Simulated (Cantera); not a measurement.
Input (Python, Cantera) and output of one run.

```python
import numpy as np
import cantera as ct

gas_names = """
    NO2 VO2 NO
""".split()
cond_names = """
    V2O3(s) V2O3(L)
""".split()


# ... load() reads the species with a 1 bar reference pressure and builds the phases ...
species = {s.name: s for s in load("nasa_gas.yaml", gas_names) + load("nasa_condensed.yaml", cond_names)}
# Each term lists the table entries of one substance; the one whose range holds T is used.
reactions = {
    'V2O3 + NO2(g) = 2 VO2(g) + NO(g)':
        [(-1, ['V2O3(s)', 'V2O3(L)']), (-1, ['NO2']), (2, ['VO2']), (1, ['NO'])],
}


def pick(names, T):
    return next(species[n] for n in names if species[n].thermo.min_temp <= T <= species[n].thermo.max_temp)


results = []
for label, terms in reactions.items():
    print(label)
    print("     T/K   dH/kJ  dS/(J/K)   dG/kJ   log10 K")
    for T in [1125, 1175, 1225, 1275, 1325]:
        used = [(nu, pick(names, T)) for nu, names in terms]
        dH = sum(nu * s.thermo.h(T) for nu, s in used) / 1e6
        dS = sum(nu * s.thermo.s(T) for nu, s in used) / 1e3
        dG = dH - T * dS / 1e3
        logK = -dG * 1e6 / (ct.gas_constant * T * np.log(10))
        results.append((label, T, dH, dS, dG, logK, [s.name for _, s in used]))
        print(f"{T:8g} {dH:8.1f} {dS:8.1f} {dG:8.1f} {logK:8.2f}")
```

Result:

```
V2O3 + NO2(g) = 2 VO2(g) + NO(g)
     T/K   dH/kJ  dS/(J/K)   dG/kJ   log10 K
    1125    778.0    353.4    380.4   -17.66
    1175    775.5    351.2    362.8   -16.13
    1225    773.0    349.1    345.3   -14.72
    1275    770.3    347.0    327.9   -13.43
    1325    767.7    345.0    310.6   -12.24
```

Standard-state values (1 bar) from the NASA 1993 polynomials, evaluated with Cantera. Condensed species are held in their standard states even where they would react or evaporate.
